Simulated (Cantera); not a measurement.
A Cantera script and what it prints.

```python
import numpy as np
import cantera as ct

gas_names = """
    H HO2 H2 H2O H2O2 Nb NbO NbO2 O OH O2 O3
""".split()
cond_names = """
    H2O(s) H2O(L) Nb(cr) Nb(L) NbO(s) NbO(L) NbO2(I) NbO2(II) NbO2(III) NbO2(L) Nb2O5(s) Nb2O5(L)
""".split()


# ... load() reads the species with a 1 bar reference pressure and builds the phases ...
atoms = {
    'Nb': {'Nb': 1},
    'H2O': {'H': 2, 'O': 1},
    'H2': {'H': 2},
}
top_T = {}  # K; cautious upper limits of use, not melting points


# ... equilibrate(T, P, feed) seeds the gas with the atoms and calls Mixture.equilibrate('TP', solver="vcs", rtol=1e-11, max_steps=5000) ...
results = []
T = 2300  # K
P = 1333.22  # Pa
for m in [4.2, 23, 42, 61, 79, 98, 120]:
    feed = {'Nb': 1, 'H2O': 0.022, 'H2': m}  # mol
    mix = equilibrate(T, P, feed)
    results.append((T, P, feed, dict(zip(mix.species_names, mix.species_moles))))
    x = sorted(zip(gas.X, gas.species_names), reverse=True)
    print(f"T = {T:g} K  P = {P:g} Pa  n(H2) = {m:g} mol  gas = {mix.phase_moles(0):.4g} mol")
    print("   x: " + "  ".join(f"{s} {v:.3e}" for v, s in x if v > 0.0001))
    print("   condensed (mol): " + ("  ".join(f"{mix.phase(i).name} {mix.phase_moles(i):.4g}"
          for i in range(1, mix.n_phases) if mix.phase_moles(i) > 1e-12) or "none"))
```

It prints:

```
T = 2300 K  P = 1333.22 Pa  n(H2) = 4.2 mol  gas = 4.406 mol
   x: H2 9.158e-01  H 8.021e-02  H2O 2.309e-03  NbO2 1.036e-03  NbO 5.779e-04
   condensed (mol): Nb(cr) 0.9929
T = 2300 K  P = 1333.22 Pa  n(H2) = 23 mol  gas = 23.99 mol
   x: H2 9.188e-01  H 8.034e-02  H2O 6.112e-04  NbO 1.525e-04
   condensed (mol): Nb(cr) 0.9946
T = 2300 K  P = 1333.22 Pa  n(H2) = 42 mol  gas = 43.79 mol
   x: H2 9.192e-01  H 8.036e-02  H2O 3.582e-04
   condensed (mol): Nb(cr) 0.995
T = 2300 K  P = 1333.22 Pa  n(H2) = 61 mol  gas = 63.58 mol
   x: H2 9.193e-01  H 8.036e-02  H2O 2.540e-04
   condensed (mol): Nb(cr) 0.9952
T = 2300 K  P = 1333.22 Pa  n(H2) = 79 mol  gas = 82.34 mol
   x: H2 9.194e-01  H 8.036e-02  H2O 1.992e-04
   condensed (mol): Nb(cr) 0.9953
T = 2300 K  P = 1333.22 Pa  n(H2) = 98 mol  gas = 102.1 mol
   x: H2 9.194e-01  H 8.037e-02  H2O 1.624e-04
   condensed (mol): Nb(cr) 0.9953
T = 2300 K  P = 1333.22 Pa  n(H2) = 120 mol  gas = 125.1 mol
   x: H2 9.195e-01  H 8.037e-02  H2O 1.337e-04
   condensed (mol): Nb(cr) 0.9954
```

Method: chemical equilibrium by Gibbs-energy minimisation in Cantera with the NASA 1993 tables (ideal gas, pure condensed phases). Condensed phases not in the tables: N, O or C dissolved in the metal.
